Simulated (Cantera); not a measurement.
A perfectly stirred reactor is fed with 21.5 % H₂, 16.5 % O₂, 62.0 % N₂, at 5480 Torr; it is adiabatic with a 623 K inlet, and is followed from long to short residence time, starting on the burning branch (τ in s: 0.058, 0.025, 0.011, 0.0049, 0.0021, 0.00093, 0.00041, 0.00018, 7.8e-05, 3.4e-05).

Cantera simulation using GRI-Mech 3.0 (53 species, 325 reactions); the numbers are that mechanism's predictions, not measurements. The hydrogen kinetics of GRI-Mech 3.0 are dated; newer H2 mechanisms differ, most at raised pressure.

### Question
Predict: blow-out, bracketed by the residence times tried; x(H₂) at τ = 58.0 ms; x(O₂) at τ = 58.0 ms; x(HO₂) at τ = 58.0 ms; x(NO₂) at τ = 58.0 ms; x(NO) at τ = 58.0 ms; x(H₂) at τ = 0.930 ms; x(O₂) at τ = 0.930 ms; x(HO₂) at τ = 0.930 ms; x(NO₂) at τ = 0.930 ms; x(NO) at τ = 0.930 ms.

### Answer
* **blow-out, bracketed by the residence times tried**: burning at 34.0 µs, the shortest tried
* **x(H₂) at τ = 58.0 ms**: 0.000393
* **x(O₂) at τ = 58.0 ms**: 0.0627
* **x(HO₂) at τ = 58.0 ms**: 5.91e-6
* **x(NO₂) at τ = 58.0 ms**: 4.40e-6
* **x(NO) at τ = 58.0 ms**: 0.00229
* **x(H₂) at τ = 0.930 ms**: 0.00105
* **x(O₂) at τ = 0.930 ms**: 0.0636
* **x(HO₂) at τ = 0.930 ms**: 9.43e-6
* **x(NO₂) at τ = 0.930 ms**: 2.77e-7
* **x(NO) at τ = 0.930 ms**: 0.000109
